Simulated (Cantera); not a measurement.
Input (Python, Cantera) and output of one run.

```python
import numpy as np
import cantera as ct

gas_names = """
    CL CL2 H HCL H2 Si SiCL SiCL2 SiCL3 SiCL4 SiH SiHCL3 SiH2 SiH2CL2 SiH3 SiH3CL SiH4 Si2 Si3
""".split()
cond_names = """
    Si(cr) Si(L)
""".split()


def load(file, names, dense=False):
    # The tables refer to 1 bar. Condensed volumes are neglected.
    table = {s.name: s for s in ct.Species.list_from_file(file)}
    out = []
    for n in names:
        d = dict(table[n].input_data)
        d["thermo"] = dict(d["thermo"], **{"reference-pressure": 1e5})
        if dense:
            d["equation-of-state"] = {"model": "constant-volume", "density": "1e6 g/cm^3"}
        out.append(ct.Species.from_dict(d))
    return out


gas = ct.Solution(thermo="ideal-gas", species=load("nasa_gas.yaml", gas_names))
cond = {s.name: ct.Solution(thermo="fixed-stoichiometry", species=[s], name=s.name)
        for s in load("nasa_condensed.yaml", cond_names, dense=True)}
atoms = {
    'Si': {'Si': 1},
    'Cl2': {'CL': 2},
    'H2': {'H': 2},
}
top_T = {}  # K; cautious upper limits of use, not melting points


def equilibrate(T, P, feed):
    n = {}
    for name, mol in feed.items():
        for a, k in atoms[name].items():
            n[a] = n.get(a, 0.0) + k * mol
    gas.TPX = T, P, n
    mass = sum(n.values()) * gas.mean_molecular_weight
    gas.equilibrate("TP")
    valid = [c for c in cond.values() if c.min_temp <= T <= top_T.get(c.name, c.max_temp)]
    mix = ct.Mixture([(gas, mass / gas.mean_molecular_weight)] + [(c, 0.0) for c in valid])
    mix.T, mix.P = T, P
    mix.equilibrate("TP", solver="vcs", rtol=1e-11, max_steps=5000)
    return mix


results = []
feed = {'Si': 1, 'Cl2': 1.8, 'H2': 13}  # mol
T = 823  # K
P = 60000  # Pa
mix = equilibrate(T, P, feed)
results.append((T, P, feed, dict(zip(mix.species_names, mix.species_moles))))
x = sorted(zip(gas.X, gas.species_names), reverse=True)
print(f"T = {T:g} K  P = {P:g} Pa  gas = {mix.phase_moles(0):.4g} mol")
print("   x: " + "  ".join(f"{s} {v:.3e}" for v, s in x if v > 1e-06))
print("   condensed (mol): " + ("  ".join(f"{mix.phase(i).name} {mix.phase_moles(i):.4g}"
      for i in range(1, mix.n_phases) if mix.phase_moles(i) > 1e-12) or "none"))
```

Output:

```
T = 823 K  P = 60000 Pa  gas = 13.8 mol
   x: H2 9.258e-01  SiCL4 4.326e-02  SiHCL3 2.765e-02  HCL 1.748e-03  SiH2CL2 1.487e-03  SiCL3 4.035e-05  SiH3CL 1.870e-05  SiCL2 3.380e-06
   condensed (mol): none
```

Cantera equilibrium calculation (NASA polynomials, part measured and part estimated; ideal gas, pure solids and liquids). The tables' values for SiCl3 are old estimates; treat these amounts as uncertain.
